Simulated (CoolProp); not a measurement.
Isobutane along the isobar 4.19 MPa: density (kg/m³) from the reference equation and from simpler models built on Tc = 134.7 °C, pc = 3.629 MPa, ω = 0.184; each cubic takes its own stable root.

Model: reference Helmholtz-energy equation of state, Bücker 2006, in CoolProp.

```
T (°C)   phase  reference
------  ------  ---------
-98.85  liquid      685.3
-87.65  liquid      674.7
-76.45  liquid      663.9
-65.25  liquid      653.1
-54.05  liquid      642.2
-42.75  liquid      631.0
-31.55  liquid      619.7
-20.35  liquid      608.2
-9.15   liquid      596.4
2.05    liquid      584.3
13.25   liquid      571.9
24.45   liquid      559.0
35.75   liquid      545.4
46.95   liquid      531.4
```

How far does each simpler model (van der Waals, Redlich-Kwong, Soave-Redlich-Kwong, Peng-Robinson) lie from the reference over these 14 states: mean and median of the absolute difference, and the worst?


- van der Waals: mean 36.3 %, median 36.3 %, worst -37.5 % at -98.85 °C and 4.19 MPa
- Redlich-Kwong: mean 7.7 %, median 7.4 %, worst -9.4 % at 46.95 °C and 4.19 MPa
- Soave-Redlich-Kwong: mean 6.2 %, median 6.0 %, worst -6.9 % at -98.85 °C and 4.19 MPa
- Peng-Robinson: mean 5.8 %, median 5.9 %, worst +6.4 % at -9.15 °C and 4.19 MPa
